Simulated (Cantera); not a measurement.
A closed system holds: 1 mol CCl4, 0.014 mol F2, 10 mol H2, equilibrated at 2273.15 K and 0.0320 bar.

Equilibrium computed with Cantera from the NASA thermochemical tables; the gas is ideal and each condensed phase is pure. Candidate condensed phases: C, C6H6, C7H8, C8H18; 118 gas species. Equilibrium is a limit: real reactors are often held back by kinetics, nucleation or transport.

Task: What is the equilibrium state?

Result: 
```
Item                     Value
-------------------  ---------
x(H2)                    0.633
x(HCl)                   0.311
x(H)                    0.0374
x(Cl)                   0.0133
x(C2H2 (acetylene))    0.00239
x(HF)                  0.00227
x(C2HCl)               8.98e-6
x(C2H)                 5.95e-6
x(C4H2)                3.69e-6
n(C(graphite))       0.940 mol
gas amount           12.33 mol
```
